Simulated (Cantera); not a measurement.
Mixture: 40.3 % H₂, 12.6 % O₂, 47.1 % N₂, equivalence ratio 1.6, at 360000 Pa, adiabatic and at constant pressure. Ignition delay is the time to a rise of 400 K.

Detailed kinetics in Cantera: the H2/O2 subset of GRI-Mech 3.0, which has no nitrogen chemistry. The hydrogen kinetics of GRI-Mech 3.0 are dated; newer H2 mechanisms differ, most at raised pressure. Where the delays flatten at high temperature, the 400 K rule measures the pace of heat release, not the induction time.

Q: Predict: delay at 1173 K; delay at 1273 K; delay at 1373 K; delay at 1473 K; delay at 1573 K.

A: 
* **delay at 1173 K**: 24.4 µs
* **delay at 1273 K**: 10.7 µs
* **delay at 1373 K**: 6.43 µs
* **delay at 1473 K**: 4.45 µs
* **delay at 1573 K**: 3.37 µs
